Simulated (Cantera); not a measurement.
What does this Cantera script print?

```python
import numpy as np
import cantera as ct

gas = ct.Solution("gri30.yaml")
gas.TPX = 648, 100000, {'C3H8': 1, 'O2': 4.55, 'N2': 17.1}
flame = ct.FreeFlame(gas, width=0.04)
flame.set_refine_criteria(ratio=3, slope=0.08, curve=0.16)
flame.transport_model = "mixture-averaged"
flame.solve(loglevel=0, auto=True)
z, T = flame.grid, flame.T
thick = (T[-1] - T[0]) / np.gradient(T, z).max()
show = ['C3H8', 'O2', 'C2H6', 'H', 'H2', 'OH']
print(f"laminar burning velocity  {flame.velocity[0] * 100:.3f} cm/s")
print(f"burnt temperature         {T[-1]:.1f} K")
print(f"thermal thickness         {thick * 1e3:.4f} mm")
print(f"grid points               {len(z)}")
z0 = z[flame.heat_release_rate.argmax()]
print(f"{'z/mm':>9s}{'T/K':>9s}{'u/(m/s)':>9s}" + "".join(f"{s:>11s}" for s in show))
rows = []
for k in (-3, -2, -1.5, -1, -0.5, -0.25, 0, 0.25, 0.5, 1, 2, 4, 8):
    zz = z0 + k * thick
    rows.append([k * thick, np.interp(zz, z, T), np.interp(zz, z, flame.velocity),
                 *(np.interp(zz, z, flame.X[gas.species_index(s)]) for s in show)])
    print(f"{rows[-1][0] * 1e3:9.3f}{rows[-1][1]:9.1f}{rows[-1][2]:9.3f}" + "".join(f"{x:11.3e}" for x in rows[-1][3:]))
```

Output:

```
laminar burning velocity  186.513 cm/s
burnt temperature         2448.7 K
thermal thickness         0.2523 mm
grid points               146
     z/mm      T/K  u/(m/s)       C3H8         O2       C2H6          H         H2         OH
   -0.757    648.1    1.867  4.411e-02  2.006e-01  4.577e-08  1.789e-12  1.155e-03  1.656e-12
   -0.505    649.1    1.875  4.401e-02  2.001e-01  1.121e-06  4.527e-10  3.582e-03  4.425e-10
   -0.378    653.4    1.893  4.387e-02  1.990e-01  7.544e-06  1.917e-08  6.518e-03  1.329e-08
   -0.252    685.7    2.002  4.328e-02  1.948e-01  8.646e-05  1.167e-06  1.243e-02  6.982e-07
   -0.126    982.2    2.954  3.331e-02  1.639e-01  1.394e-03  1.075e-04  2.362e-02  3.720e-05
   -0.063   1380.3    4.302  1.226e-02  1.201e-01  1.713e-03  1.014e-03  2.970e-02  4.753e-04
    0.000   1782.1    5.702  4.823e-04  7.056e-02  2.112e-04  4.812e-03  3.026e-02  2.758e-03
    0.063   1976.1    6.356  9.190e-07  3.981e-02  2.138e-06  9.488e-03  2.470e-02  6.725e-03
    0.126   2031.2    6.520  2.601e-10  2.647e-02  5.366e-09  1.236e-02  2.056e-02  9.394e-03
    0.252   2072.5    6.613  7.281e-17  1.864e-02  1.090e-13  1.400e-02  1.920e-02  1.078e-02
    0.505   2123.2    6.735  1.682e-24  1.535e-02  6.010e-19  1.319e-02  1.942e-02  1.091e-02
    1.009   2187.9    6.908  6.531e-33  1.319e-02  5.128e-25  1.062e-02  1.845e-02  1.054e-02
    2.018   2264.5    7.113 -3.492e-39  1.074e-02  7.006e-29  7.601e-03  1.669e-02  9.687e-03
```

Detailed kinetics in Cantera: GRI-Mech 3.0 (53 species, 325 reactions). GRI-Mech 3.0 was tuned for natural gas; its chemistry of propane as a main component is partial and can be far from experiment. Burning velocities carry a grid error of a few per cent, more on coarse grids.
